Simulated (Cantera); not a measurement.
Charge: 1 mol BCl₃, 37 mol N₂, held at 1600 K and 10000 Pa.

These are equilibrium values from Cantera (NASA tables, ideal gas, pure condensed phases), not measurements of a reactor. Candidate condensed phases: B, BN; 10 gas species. The tables' values for BCl₂ are old estimates; treat these amounts as uncertain. Kinetics and transport are ignored.

Base state: N₂ 0.973, BCl₃ 0.0261, Cl 0.000509, BCl₂ 0.000107 (mole fractions); condensed: BN(s).

Problem. What changes in the equilibrium state with this change: BCl₃ replaced by B₂O₃?

Solution. 
```
species         before    after
------------  --------  -------
N₂               0.973    0.999
B₂O₃                 0  0.00147
BCl₃            0.0261        0
Cl            0.000509        0
BCl₂          0.000107        0
BN(s), mol     0.00495        0
B₂O₃(l), mol         0    0.946
```
Further candidate phases: B₂O₃.
